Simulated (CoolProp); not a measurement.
Vapour pressure (bar) of n-perfluorohexane: the reference equation beside estimates from Tc = 174.9 °C, pc = 17.42 bar, ω = 0.497.

Computed with CoolProp (reference Helmholtz-energy equation of state, Gao 2022).

```json
[
 {"T (°C)": "-31.25", "reference": "0.01173", "Lee-Kesler": "0.01185", "van der Waals": "0.8003", "Peng-Robinson": "0.01315"},
 {"T (°C)": "-24.45", "reference": "0.01913", "Lee-Kesler": "0.01922", "van der Waals": "0.9515", "Peng-Robinson": "0.02103"},
 {"T (°C)": "-17.65", "reference": "0.03020", "Lee-Kesler": "0.03023", "van der Waals": "1.122", "Peng-Robinson": "0.03265"},
 {"T (°C)": "-10.75", "reference": "0.04656", "Lee-Kesler": "0.04648", "van der Waals": "1.315", "Peng-Robinson": "0.04959"},
 {"T (°C)": "-3.95", "reference": "0.06939", "Lee-Kesler": "0.06916", "van der Waals": "1.526", "Peng-Robinson": "0.07301"},
 {"T (°C)": "2.85", "reference": "0.1009", "Lee-Kesler": "0.1005", "van der Waals": "1.759", "Peng-Robinson": "0.1050"},
 {"T (°C)": "9.65", "reference": "0.1433", "Lee-Kesler": "0.1427", "van der Waals": "2.016", "Peng-Robinson": "0.1479"},
 {"T (°C)": "16.55", "reference": "0.2004", "Lee-Kesler": "0.1997", "van der Waals": "2.301", "Peng-Robinson": "0.2053"},
 {"T (°C)": "23.35", "reference": "0.2735", "Lee-Kesler": "0.2727", "van der Waals": "2.606", "Peng-Robinson": "0.2785"},
 {"T (°C)": "30.15", "reference": "0.3667", "Lee-Kesler": "0.3660", "van der Waals": "2.938", "Peng-Robinson": "0.3717"},
 {"T (°C)": "37.05", "reference": "0.4858", "Lee-Kesler": "0.4853", "van der Waals": "3.302", "Peng-Robinson": "0.4905"},
 {"T (°C)": "43.85", "reference": "0.6313", "Lee-Kesler": "0.6315", "van der Waals": "3.688", "Peng-Robinson": "0.6356"},
 {"T (°C)": "50.65", "reference": "0.8093", "Lee-Kesler": "0.8104", "van der Waals": "4.102", "Peng-Robinson": "0.8131"},
 {"T (°C)": "57.45", "reference": "1.024", "Lee-Kesler": "1.027", "van der Waals": "4.546", "Peng-Robinson": "1.028"},
 {"T (°C)": "64.35", "reference": "1.286", "Lee-Kesler": "1.290", "van der Waals": "5.026", "Peng-Robinson": "1.289"}
]
```

Absolute difference from the reference over all 15 rows, mean and median: Lee-Kesler 0.3 and 0.3 %, van der Waals 1846.2 and 1048.2 %, Peng-Robinson 3.8 and 2.4 %.
